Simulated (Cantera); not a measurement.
Input (Python, Cantera) and output of one run.

```python
import numpy as np
import cantera as ct

gas_names = [...]  # 113 gases of nasa_gas.yaml made of C, H, O, Ta
cond_names = """
    C(gr) C6H6(L) C7H8(L) C8H18(L),n-octa H2O(s) H2O(L) Ta(cr) Ta(L) TaC(s) TaC(L) Ta2O5(s) Ta2O5(L)
""".split()


# ... load() reads the species with a 1 bar reference pressure and builds the phases ...
atoms = {
    'Ta2O5': {'Ta': 2, 'O': 5},
    'CO': {'C': 1, 'O': 1},
    'H2': {'H': 2},
}
top_T = {'C(gr)': 4500}  # K; cautious upper limits of use, not melting points


# ... equilibrate(T, P, feed) seeds the gas with the atoms and calls Mixture.equilibrate('TP', solver="vcs", rtol=1e-11, max_steps=5000) ...
results = []
feed = {'Ta2O5': 1, 'CO': 9.1, 'H2': 9}  # mol
T = 2423.15  # K
P = 870  # Pa
mix = equilibrate(T, P, feed)
results.append((T, P, feed, dict(zip(mix.species_names, mix.species_moles))))
print(gas.report(threshold=1e-05))
for i in range(1, mix.n_phases):
    print(f"{mix.phase(i).name:16s} {mix.phase_moles(i):12.5e} mol")
```

It prints:

```
       temperature   2423.2 K
          pressure   870 Pa
           density   0.00077928 kg/m^3
  mean mol. weight   18.046 kg/kmol
   phase of matter   gas

                          1 kg             1 kmol
                     ---------------   ---------------
          enthalpy        2.0594e+06        3.7164e+07  J
   internal energy        9.4295e+05        1.7017e+07  J
           entropy             15324        2.7654e+05  J/K
    Gibbs function       -3.5073e+07       -6.3293e+08  J
 heat capacity c_p            1938.8             34989  J/K
 heat capacity c_v            1478.1             26674  J/K

                      mass frac. Y      mole frac. X     chem. pot. / RT
                     ---------------   ---------------   ---------------
                CO           0.71649           0.46162           -39.378
               CO2         0.0040585         0.0016642           -63.456
                 H         0.0066368           0.11882           -12.897
                H2          0.043583           0.39014           -25.795
               H2O          0.008394         0.0084087           -49.873
                 O        8.7217e-05        9.8378e-05           -24.079
                OH        0.00045652        0.00048442           -36.976
               TaO          0.013914          0.001275           -36.005
              TaO2           0.20638           0.01749           -60.084
     [ +104 minor]        1.6977e-06        9.5579e-07

C(gr)             0.00000e+00 mol
Ta(cr)            0.00000e+00 mol
TaC(s)            0.00000e+00 mol
Ta2O5(L)          8.15707e-01 mol
```

Equilibrium computed with Cantera from the NASA thermochemical tables; the gas is ideal and each condensed phase is pure.
